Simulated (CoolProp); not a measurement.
C2F6 (R116) along the isotherm 301.9 K: density (kg/m³) from the reference equation and from simpler models built on Tc = 293.0 K, pc = 3.048 MPa, ω = 0.257; each cubic takes its own stable root.

The numbers come from the reference Helmholtz-energy equation of state, Lemmon 2006 in CoolProp. It is a short technical equation, of lower accuracy than the large ones.

```csv
p (MPa),phase,reference,ideal gas,van der Waals,Peng-Robinson
0.381,gas,21.79,20.95,21.72,21.91
0.762,gas,45.52,41.90,45.21,46.04
1.14,gas,71.50,62.68,70.73,72.69
1.52,gas,100.8,83.57,99.25,103.0
1.9,gas,134.4,104.5,131.7,138.0
2.29,gas,175.5,125.9,171.2,181.0
2.67,gas,225.9,146.8,219.8,233.7
3.05,supercritical,295.5,167.7,290.4,305.9
3.43,supercritical,415.8,188.6,471.3,425.2
3.81,supercritical,677.4,209.5,608.4,633.0
4.19,supercritical,827.4,230.4,659.1,761.5
4.57,supercritical,893.0,251.3,692.2,835.2
```
